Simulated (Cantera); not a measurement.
What does this Cantera script print?

```python
import numpy as np
import cantera as ct

surf = ct.Interface("ptcombust.yaml", "Pt_surf")
gas = surf.adjacent["gas"]
gas.TPX = 575, 500000, {'CO': 0.013, 'O2': 0.074, 'N2': 0.79, 'H2O': 0.076}
surf.TP = 575, 500000
reactor = ct.FlowReactor(gas, clone=False)
reactor.area = 0.0001  # m2
reactor.surface_area_to_volume_ratio = 940  # 1/m
reactor.mass_flow_rate = 0.024 * reactor.area * gas.density  # inlet velocity 0.024 m/s
reactor.energy_enabled = False
wall = ct.ReactorSurface(surf, reactor, clone=False)
net = ct.ReactorNet([reactor])
net.rtol, net.atol = 1e-8, 1e-16
show, cover = ['CO', 'O2', 'H2O', 'CO2'], ['PT(S)', 'H(S)', 'O(S)', 'OH(S)', 'CO(S)', 'C(S)']

rows = []
print(f"{'z/m':>9s}{'u/(m/s)':>9s}" + "".join(f"{s:>13s}" for s in show + cover))
for z in [8.9e-05, 0.00015, 0.00025, 0.00041, 0.00069, 0.0012, 0.0019, 0.0032, 0.0053, 0.0089]:
    net.advance(z)
    rows.append([reactor.speed, *gas[show].X, *surf[cover].coverages])
    print(f"{z:9.4g}{rows[-1][0]:9.3g}" + "".join(f"{x:13.4e}" for x in rows[-1][1:]))
```

It prints:

```
      z/m  u/(m/s)           CO           O2          H2O          CO2        PT(S)         H(S)         O(S)        OH(S)        CO(S)         C(S)
  8.9e-05    0.024   1.3621e-02   7.7640e-02   7.9749e-02   2.0173e-05   2.0310e-03   4.8468e-10   7.8103e-03   1.3755e-03   9.8874e-01   6.7918e-16
  0.00015    0.024   1.3607e-02   7.7634e-02   7.9750e-02   3.4025e-05   2.0325e-03   4.8489e-10   7.8216e-03   1.3770e-03   9.8872e-01   6.7870e-16
  0.00025    0.024   1.3585e-02   7.7623e-02   7.9750e-02   5.6775e-05   2.0351e-03   4.8522e-10   7.8404e-03   1.3795e-03   9.8870e-01   6.7790e-16
  0.00041    0.024   1.3548e-02   7.7607e-02   7.9752e-02   9.3291e-05   2.0392e-03   4.8576e-10   7.8708e-03   1.3836e-03   9.8866e-01   6.7663e-16
  0.00069    0.024   1.3485e-02   7.7577e-02   7.9754e-02   1.5753e-04   2.0465e-03   4.8671e-10   7.9248e-03   1.3909e-03   9.8859e-01   6.7438e-16
   0.0012    0.024   1.3367e-02   7.7522e-02   7.9759e-02   2.7570e-04   2.0602e-03   4.8848e-10   8.0262e-03   1.4044e-03   9.8846e-01   6.7021e-16
   0.0019    0.024   1.3204e-02   7.7446e-02   7.9766e-02   4.4039e-04   2.0796e-03   4.9100e-10   8.1721e-03   1.4239e-03   9.8828e-01   6.6434e-16
   0.0032    0.024   1.2892e-02   7.7302e-02   7.9778e-02   7.5447e-04   2.1183e-03   4.9596e-10   8.4666e-03   1.4629e-03   9.8791e-01   6.5292e-16
   0.0053    0.024   1.2363e-02   7.7056e-02   7.9799e-02   1.2873e-03   2.1893e-03   5.0489e-10   9.0209e-03   1.5353e-03   9.8721e-01   6.3288e-16
   0.0089    0.024   1.1364e-02   7.6592e-02   7.9840e-02   2.2928e-03   2.3452e-03   5.2384e-10   1.0306e-02   1.6988e-03   9.8560e-01   5.9245e-16
```

Detailed kinetics in Cantera: Deutschmann's 1995 Pt surface mechanism with GRI-Mech 3.0 gas chemistry. Catalytic surfaces can have several steady states; this one follows from the mechanism file's or the stated starting coverage. Mass transfer to the wall is taken as infinitely fast.
